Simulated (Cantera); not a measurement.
# Ignition delay

Mixture: H2 : O2 : N2 : NO = 1 : 0.595 : 2.24 : 0.0047 (molar parts), at 0.630 bar, adiabatic and at constant volume. Ignition delay is the time to a rise of 400 K.

Computed with Cantera and GRI-Mech 3.0 (53 species, 325 reactions). The mechanism lacks 2 NO + O2 → 2 NO2 and HONO, so NO2 and the effect of NO are under-described below about 1400 K. Where the delays flatten at high temperature, the 400 K rule measures the pace of heat release, not the induction time.

```
T0 (K)  delay (ms)
------  ----------
1275        0.0509
1375        0.0369
1475        0.0299
1575        0.0267
1675        0.0260
1775        0.0270
1875        0.0293
1975        0.0328
2075        0.0373
```
